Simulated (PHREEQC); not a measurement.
A solution holds 0.02 mol/kgw Na2CO3, at 25 °C. Closed to the air; pH follows from the charge balance.

Computed with PHREEQC (ion-association model, phreeqc.dat).

Each row changes one thing in this solution. Precipitation was switched off in this run.

| case | pH | ionic strength (mol/kgw) | Na+ (mol/kgw) |
|---|---|---|---|
| as made | 11.07 | 0.0496 | 0.0355 |
| Na2CO3 from 0.02 to 0.002 mol/kgw | 10.67 | 0.00533 | 0.00392 |
| Na2CO3 from 0.02 to 0.022 mol/kgw | 11.09 | 0.0542 | 0.0388 |
| Na2CO3 replaced by NaCl at the same molality | 6.99 | 0.0200 | 0.0200 |
| Na2CO3 from 0.02 to 0.04 mol/kgw | 11.16 | 0.0927 | 0.0673 |
| Na2CO3 from 0.02 to 0.004 mol/kgw | 10.81 | 0.0107 | 0.00771 |
| diluted 100-fold with water | 10.08 | 0.000475 | 0.000400 |
